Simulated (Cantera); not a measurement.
CuO + CH4 + CO (carbothermic reduction)

Input: 1 mol CuO, 1.2 mol CH4, 0.11 mol CO, at 3.00 mbar.

Equilibrium computed with Cantera from the NASA thermochemical tables; the gas is ideal and each condensed phase is pure. Candidate condensed phases: C, C6H6, C7H8, C8H18, Cu, CuO, Cu(OH)2, Cu2O, H2O; 113 gas species. The numbers say what is thermodynamically allowed, not how fast it happens.

From 902 °C to 1052 °C the condensed part is C(graphite) + Cu(s). From 1102 °C to 1202 °C the condensed part is C(graphite) + Cu(l). The main Cu-bearing gas is Cu throughout.

```
T (°C)   x H2   x CO      x Cu       x H    x CH4    x H2O    x CO2  x C2H2 (acetylene)  n C(graphite)  n Cu(s)  n Cu(l)
------  -----  -----  --------  --------  -------  -------  -------  ------------------  -------------  -------  -------
902     0.684  0.316   2.02e-6   1.85e-6  2.69e-5  2.25e-5  8.12e-6             4.35e-8          0.200    1.000        0
952     0.684  0.316   8.06e-6   4.70e-6  1.84e-5  1.28e-5  4.02e-6             1.11e-7          0.200    1.000        0
1002    0.684  0.316   2.89e-5   1.11e-5  1.30e-5  7.56e-6  2.10e-6             2.63e-7          0.200    1.000        0
1052    0.684  0.316   9.36e-5   2.47e-5  9.41e-6  4.67e-6  1.16e-6             5.82e-7          0.200    1.000        0
1102    0.684  0.316  0.000274   5.17e-5  6.98e-6  2.98e-6  6.67e-7             1.22e-6          0.200        0    0.999
1152    0.683  0.316  0.000724  0.000103  5.28e-6  1.97e-6  4.00e-7             2.41e-6          0.200        0    0.997
1202    0.682  0.316   0.00179  0.000196  4.06e-6  1.33e-6  2.48e-7             4.55e-6          0.200        0    0.994
```
x: gas mole fraction; n: condensed amount in mol.
